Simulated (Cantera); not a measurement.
**Pyrogenic steam for wet oxidation**

An isothermal, constant-pressure homogeneous reactor starts with 25.0 % H₂, 14.7 % O₂, 60.3 % N₂, equivalence ratio 0.85, at 925 K and 0.132 atm.

Detailed kinetics in Cantera: GRI-Mech 3.0 (53 species, 325 reactions). Radical loss at walls, strong at low pressure, is not modelled. Below about 950 K walls govern HO2 and H2O2 in real vessels. The temperature is held fixed by assumption; the heat of reaction is taken as removed at once.

```tsv
t (s)	x H₂	x O₂	x N₂O	x H	x NO	x H₂O	x OH
2.00e-5	0.250	0.147	<1e-12	7.70e-12	<1e-12	<1e-12	<1e-12
4.85e-5	0.250	0.147	<1e-12	2.02e-11	<1e-12	4.16e-12	<1e-12
0.000118	0.250	0.147	<1e-12	6.62e-11	<1e-12	3.53e-11	1.72e-12
0.000285	0.250	0.147	<1e-12	3.92e-10	<1e-12	4.12e-10	1.06e-11
0.000691	0.250	0.147	<1e-12	1.35e-8	<1e-12	1.86e-8	3.70e-10
0.00168	0.250	0.147	<1e-12	6.25e-5	<1e-12	9.46e-5	2.03e-6
0.00406	0.0163	0.0338	3.94e-9	0.00496	7.45e-7	0.263	0.000581
0.00985	0.00339	0.0268	5.64e-9	0.000131	7.68e-7	0.282	7.96e-5
0.0239	0.00151	0.0259	6.36e-9	1.61e-5	7.62e-7	0.284	2.35e-5
0.0579	0.000779	0.0256	6.78e-9	2.79e-6	7.36e-7	0.285	7.97e-6
0.140	0.000475	0.0254	7.02e-9	4.81e-7	6.42e-7	0.285	2.25e-6
0.340	0.000317	0.0254	7.16e-9	1.52e-7	5.16e-7	0.285	1.04e-6
0.825	0.000181	0.0253	7.29e-9	5.41e-8	4.01e-7	0.286	6.32e-7
2.00	8.37e-5	0.0252	7.40e-9	1.38e-8	2.69e-7	0.286	3.38e-7
```
x: mole fraction; the columns are a selection and need not sum to one.

Equilibrium at this temperature and pressure: H₂ 3.88e-11, O₂ 0.0252, N₂O 1.28e-10, H <1e-12, NO 4.18e-6, H₂O 0.286, OH 3.90e-8 (gas phase only).
